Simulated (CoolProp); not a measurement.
Vapour-liquid equilibrium of CH2F2 (R32) (1) + R236FA (2) at 0.431 MPa; x and y are mole fractions of (1).

The numbers come from the multi-fluid Helmholtz-energy mixture model, Tillner-Roth 1997 and Pan 2012; pair parameters Bell 2016 in CoolProp.

| x | bubble temperature, mixture model (K) | bubble temperature, Raoult's law (K) | y, mixture model | y, Raoult's law |
|---|---|---|---|---|
| 0.05 | 306.9 | 305.5 | 0.185 | 0.238 |
| 0.2 | 291.7 | 289.8 | 0.562 | 0.622 |
| 0.35 | 280.2 | 279.0 | 0.758 | 0.794 |
| 0.5 | 271.8 | 271.2 | 0.862 | 0.885 |
| 0.65 | 265.4 | 265.0 | 0.923 | 0.938 |
| 0.8 | 260.3 | 260.1 | 0.963 | 0.972 |
| 0.95 | 256.1 | 256.0 | 0.992 | 0.994 |

The largest gap from Raoult's law is +1.9 K in bubble temperature, at x = 0.2. No azeotrope shows between x = 0.05 and 0.95.

Pair parameters are fitted to limited data, so mixtures are less certain than the pure fluids.
